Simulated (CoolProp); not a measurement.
The fluoroketone C6F12O (FK-5-1-12) along the isotherm 500 K: density (kg/m³) from the reference equation and from simpler models built on Tc = 441.8 K, pc = 1.869 MPa, ω = 0.471; each cubic takes its own stable root.

Computed with CoolProp (reference Helmholtz-energy equation of state, McLinden 2015).

| p (MPa) | phase | reference |
|---|---|---|
| 0.0591 | gas | 4.525 |
| 0.092 | gas | 7.071 |
| 0.143 | gas | 11.06 |
| 0.223 | gas | 17.41 |
| 0.347 | gas | 27.51 |
| 0.541 | gas | 43.97 |
| 0.842 | gas | 71.27 |
| 1.31 | gas | 118.9 |
| 2.04 | supercritical | 210.8 |
| 3.18 | supercritical | 421.3 |
| 4.95 | supercritical | 752.8 |
| 7.71 | supercritical | 949.2 |
| 12 | supercritical | 1081 |
| 18.7 | supercritical | 1189 |

How far does each simpler model (ideal gas, van der Waals, Redlich-Kwong, Soave-Redlich-Kwong, Peng-Robinson) lie from the reference over these 14 states: mean and median of the absolute difference, and the worst?


- ideal gas: mean 16.8 %, median 12.9 %, worst -50.0 % at 500 K and 4.95 MPa
- van der Waals: mean 7.0 %, median 1.2 %, worst -21.1 % at 500 K and 18.7 MPa
- Redlich-Kwong: mean 2.0 %, median 0.5 %, worst +12.8 % at 500 K and 3.18 MPa
- Soave-Redlich-Kwong: mean 3.0 %, median 0.7 %, worst -12.8 % at 500 K and 4.95 MPa
- Peng-Robinson: mean 1.9 %, median 1.1 %, worst +7.5 % at 500 K and 18.7 MPa
